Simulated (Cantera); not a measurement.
Feed: 1 mol S, 0.13 mol H2, 2.1 mol O2, at 3398 K and 23.0 bar.

These are equilibrium values from Cantera (NASA tables, ideal gas, pure condensed phases), not measurements of a reactor. Candidate condensed phases: H2O, H2SO4, S; 19 gas species. Rates play no part.

Base state: O2 0.435, SO2 0.402, O 0.0520, OH 0.0365, H2O 0.0348, SO 0.0328, H 0.00389, H2 0.00161 (mole fractions); condensed: gas only.

### Question
What changes in the equilibrium state with this change: S replaced by HF?

### Answer
| species | before | after |
|---|---|---|
| O2 | 0.435 | 0.575 |
| HF | 0 | 0.292 |
| O | 0.0520 | 0.0598 |
| SO2 | 0.402 | 0 |
| SO | 0.0328 | 0 |
| F | 0 | 0.0104 |
| H2O | 0.0348 | 0.0252 |
| OH | 0.0365 | 0.0334 |
| SO3 | 0.000745 | 0 |
| S | 0.000501 | 0 |
| SH | 5.95e-5 | 0 |
| FO | 0 | 3.41e-5 |
| S2 | 1.15e-5 | 0 |

### Question
What changes in the equilibrium state with this change: pressure from 23.0 bar to 0.000630 bar?

### Answer
```json
[
 {"species": "O", "before": "0.0520", "after": "0.765"},
 {"species": "S", "before": "0.000501", "after": "0.180"},
 {"species": "H", "before": "0.00389", "after": "0.0478"},
 {"species": "O2", "before": "0.435", "after": "0.00258"},
 {"species": "SO2", "before": "0.402", "after": "2.34e-5"},
 {"species": "H2O", "before": "0.0348", "after": "5.78e-8"},
 {"species": "OH", "before": "0.0365", "after": "0.000181"},
 {"species": "SO", "before": "0.0328", "after": "0.00474"},
 {"species": "SO3", "before": "0.000745", "after": "<1e-9"},
 {"species": "HO2", "before": "0.000180", "after": "<1e-9"},
 {"species": "S2O", "before": "1.09e-5", "after": "1.55e-8"}
]
```

### Question
What changes in the equilibrium state with this change: H2 from 0.13 to 8.7 mol?

### Answer
```json
[
 {"species": "H2", "before": "0.00161", "after": "0.465"},
 {"species": "H2O", "before": "0.0348", "after": "0.350"},
 {"species": "H", "before": "0.00389", "after": "0.0662"},
 {"species": "O2", "before": "0.435", "after": "0.000528"},
 {"species": "SO2", "before": "0.402", "after": "0.0118"},
 {"species": "H2S", "before": "1.66e-6", "after": "0.0116"},
 {"species": "SH", "before": "5.95e-5", "after": "0.0244"},
 {"species": "O", "before": "0.0520", "after": "0.00181"},
 {"species": "S", "before": "0.000501", "after": "0.0121"},
 {"species": "OH", "before": "0.0365", "after": "0.0217"},
 {"species": "SO", "before": "0.0328", "after": "0.0276"},
 {"species": "SO3", "before": "0.000745", "after": "7.63e-7"},
 {"species": "S2", "before": "1.15e-5", "after": "0.00674"},
 {"species": "HO2", "before": "0.000180", "after": "3.71e-6"},
 {"species": "S2O", "before": "1.09e-5", "after": "0.000223"}
]
```
